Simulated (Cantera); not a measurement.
Feed: 1 mol BF3, 6.3 mol O2, 0.56 mol H2, 0.95 mol NH3, at 800 K and 34000 Pa.

Cantera equilibrium calculation (NASA polynomials, part measured and part estimated; ideal gas, pure solids and liquids). Candidate condensed phases: B, BN, B2O3, B3O3H3, H2O; 62 gas species. Equilibrium is a limit: real reactors are often held back by kinetics, nucleation or transport.

Base state: O2 0.601, H2O 0.193, BF3 0.0902, HF 0.0550, N2 0.0538, B3O3F3 0.00468, (HBO2)3 0.00299 (mole fractions); condensed: gas only.

Problem. What changes in the equilibrium state with this change: temperature from 800 K to 1225 K?

Solution. 
```csv
species,before,after
O2,0.601,0.591
H2O,0.193,0.153
HF,0.0550,0.134
BF3,0.0902,0.0581
N2,0.0538,0.0528
BOF,1.36e-7,0.00238
HBO2,8.53e-8,0.000790
BOF2,3.72e-8,2.15e-5
NO,8.85e-7,0.000102
(HBO2)3,0.00299,0.000372
"B2O3(l), mol",0,0.116
```
Gases not in the tables: H3BO3.
